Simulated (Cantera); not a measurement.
Input (Python, Cantera) and output of one run.

```python
import numpy as np
import cantera as ct

gas_names = """
    H H2 Hg
""".split()
cond_names = """
    Hg(cr) Hg(L)
""".split()


# ... load() reads the species with a 1 bar reference pressure and builds the phases ...
atoms = {
    'Hg': {'Hg': 1},
    'H2': {'H': 2},
}
top_T = {}  # K; cautious upper limits of use, not melting points


# ... equilibrate(T, P, feed) seeds the gas with the atoms and calls Mixture.equilibrate('TP', solver="vcs", rtol=1e-11, max_steps=5000) ...
results = []
feed = {'Hg': 1, 'H2': 0.1}  # mol
T = 1025  # K
P = 10000  # Pa
mix = equilibrate(T, P, feed)
results.append((T, P, feed, dict(zip(mix.species_names, mix.species_moles))))
print(gas.report(threshold=0.001))
for i in range(1, mix.n_phases):
    print(f"{mix.phase(i).name:16s} {mix.phase_moles(i):12.5e} mol")
```

Output:

```
       temperature   1025 K
          pressure   10000 Pa
           density   0.21419 kg/m^3
  mean mol. weight   182.54 kg/kmol
   phase of matter   gas

                          1 kg             1 kmol
                     ---------------   ---------------
          enthalpy        3.9161e+05        7.1484e+07  J
   internal energy        3.4492e+05        6.2962e+07  J
           entropy            1201.1        2.1926e+05  J/K
    Gibbs function       -8.3957e+05       -1.5325e+08  J
 heat capacity c_p             118.6             21649  J/K
 heat capacity c_v             73.05             13335  J/K

                      mass frac. Y      mole frac. X     chem. pot. / RT
                     ---------------   ---------------   ---------------
                H2          0.001004          0.090909           -22.268
                Hg             0.999           0.90909           -17.554
     [   +1 minor]        2.2938e-11        4.1538e-09

Hg(L)             0.00000e+00 mol
```

Method: chemical equilibrium by Gibbs-energy minimisation in Cantera with the NASA 1993 tables (ideal gas, pure condensed phases).
